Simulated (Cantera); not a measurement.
Charge: 1 mol B, 5.3 mol H₂O, 190 mol N₂, at 2.50 mbar.

Equilibrium computed with Cantera from the NASA thermochemical tables; the gas is ideal and each condensed phase is pure. Candidate condensed phases: B, BN, B₂O₃, B₃O₃H₃, H₂O; 39 gas species. Equilibrium is a limit: real reactors are often held back by kinetics, nucleation or transport. All values below are at 800 °C.

Base state: N₂ 0.973, H₂O 0.0193, H₂ 0.00768, HBO₂ 0.000301 (mole fractions); condensed: B₂O₃(l).

What changes in the equilibrium state with this change: B replaced by borazine?


```csv
species,before,after
N₂,0.973,0.958
H₂,0.00768,0.0375
H₂O,0.0193,0.00394
HBO₂,0.000301,0.000136
"B₂O₃(l), mol",0.470,1.49
```
The feed counts by its element totals alone.
